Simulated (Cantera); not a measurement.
An adiabatic, constant-volume homogeneous reactor starts with CO : H2 : O2 : N2 : H2O = 1 : 0.92 : 2.04 : 7.68 : 1.5 (molar parts), at 1625 K and 1.60 bar.

Computed with Cantera and GRI-Mech 3.0 (53 species, 325 reactions).

Q: Predict: time of steepest temperature rise; temperature at 7.00 s; equilibrium temperature; x(CO) at 7.00 s; x(H2) at 7.00 s; x(O2) at 7.00 s; x(N2O) at 7.00 s; x(O) at 7.00 s; x(CO2) at 7.00 s.

A: 
```json
{
 "time_of_steepest_temperature_rise": "10.0 µs",
 "temperature at 7.00 s": "2588 K",
 "equilibrium_temperature": "2588 K",
 "x(CO) at 7.00 s": "0.00943 (gas-phase equilibrium 0.00943)",
 "x(H2) at 7.00 s": "0.00376 (gas-phase equilibrium 0.00376)",
 "x(O2) at 7.00 s": "0.0810 (gas-phase equilibrium 0.0810)",
 "x(N2O) at 7.00 s": "1.12e-6 (gas-phase equilibrium 1.12e-6)",
 "x(O) at 7.00 s": "0.00407 (gas-phase equilibrium 0.00407)",
 "x(CO2) at 7.00 s": "0.0715 (gas-phase equilibrium 0.0715)"
}
```
